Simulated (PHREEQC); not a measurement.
## Arsenic or selenium liquor: speciation

Dissolve 0.007 mol Na2HAsO4 and 5.5e-05 mol CuSO4 per kg of water at 25 °C. Closed to the air; pH follows from the charge balance.

Equilibrium calculation in PHREEQC: ion-association model, wateq4f.dat.

```
Property                   Value
----------------  --------------
pH                          8.70
ionic strength    0.0209 mol/kgw
total alkalinity     7.00 meq/kg
```

| species | molality | activity | log γ |
|---|---|---|---|
| Na+ | 0.0140 | 0.0122 | -0.060 |
| HAsO4-2 | 0.00685 | 0.00390 | -0.245 |
| H2AsO4- | 0.000131 | 0.000114 | -0.061 |
| Cu(OH)2 | 5.49e-5 | 5.52e-5 | 0.002 |
| SO4-2 | 5.29e-5 | 3.05e-5 | -0.239 |
| AsO4-3 | 1.54e-5 | 4.32e-6 | -0.552 |
| OH- | 5.73e-6 | 4.95e-6 | -0.063 |
| NaSO4- | 2.13e-6 | 1.86e-6 | -0.059 |
| CuOH+ | 6.16e-8 | 5.34e-8 | -0.062 |
| Cu+2 | 1.83e-8 | 1.08e-8 | -0.230 |
| H+ | 2.28e-9 | 2.02e-9 | -0.052 |
| Cu2(OH)2+2 | 2.19e-9 | 1.25e-9 | -0.245 |
| Cu(OH)3- | 1.90e-9 | 1.65e-9 | -0.061 |

No solid was allowed to form. The solution is supersaturated, for example in Cu(OH)2, Brochantite, so a real one may precipitate; this is no full list. Complexes and solids missing from the database can't appear. The database has no arsenate complexes of Cu. The database's constant for dissolved Cu(OH)2 is higher than later reviews accept.
